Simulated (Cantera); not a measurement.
An adiabatic, constant-volume homogeneous reactor starts with CO : H2 : O2 : N2 : H2O = 1 : 0.42 : 1.01 : 3.81 : 0.14 (molar parts), at 1500 K and 5.00 bar. Integrator tolerance rtol = 1e-08.

Computed with Cantera and GRI-Mech 3.0 (53 species, 325 reactions). The hydrogen kinetics of GRI-Mech 3.0 are dated; newer H2 mechanisms differ, most at raised pressure.

What does this change do: initial temperature 1500 to 1275 K?


```json
[
 {"quantity": "time of steepest temperature rise", "before": "4.55 µs", "after": "13.7 µs"},
 {"quantity": "temperature at 1.00 s", "before": "2899 K", "after": "2828 K"},
 {"quantity": "equilibrium temperature", "before": "2899 K", "after": "2828 K"},
 {"quantity": "x(CO) at 1.00 s", "before": "0.0414 (gas-phase equilibrium 0.0414)", "after": "0.0322 (gas-phase equilibrium 0.0322)"},
 {"quantity": "x(H2) at 1.00 s", "before": "0.00369 (gas-phase equilibrium 0.00369)", "after": "0.00282 (gas-phase equilibrium 0.00282)"},
 {"quantity": "x(O2) at 1.00 s", "before": "0.0572 (gas-phase equilibrium 0.0572)", "after": "0.0550 (gas-phase equilibrium 0.0550)"},
 {"quantity": "x(NO2) at 1.00 s", "before": "1.92e-5 (gas-phase equilibrium 1.92e-5)", "after": "1.90e-5 (gas-phase equilibrium 1.90e-5)"},
 {"quantity": "x(H) at 1.00 s", "before": "0.00235 (gas-phase equilibrium 0.00235)", "after": "0.00152 (gas-phase equilibrium 0.00152)"},
 {"quantity": "x(H2O2) at 1.00 s", "before": "8.72e-7 (gas-phase equilibrium 8.72e-7)", "after": "8.45e-7 (gas-phase equilibrium 8.45e-7)"},
 {"quantity": "x(NO) at 1.00 s", "before": "0.0199 (gas-phase equilibrium 0.0199)", "after": "0.0178 (gas-phase equilibrium 0.0178)"}
]
```
